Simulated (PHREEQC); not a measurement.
A PHREEQC speciation (ion-association model, wateq4f.dat) at 75 °C gives pH 1.45 and these molalities:

```
species  mol/kgw
-------  -------
H+        0.0419
HSO4-     0.0321
SO4-2    0.00487
```

Problem. What are the element totals, and what could have been dissolved in 1 kg of water to give them?

Solution. This is not unique; one that fits is totals S(6) 0.0370 mol/kgw, from 37 mmol/kgw H2SO4.

This is a speciation only: nothing precipitates in the calculation. Constants without temperature data keep their 25 °C values here.
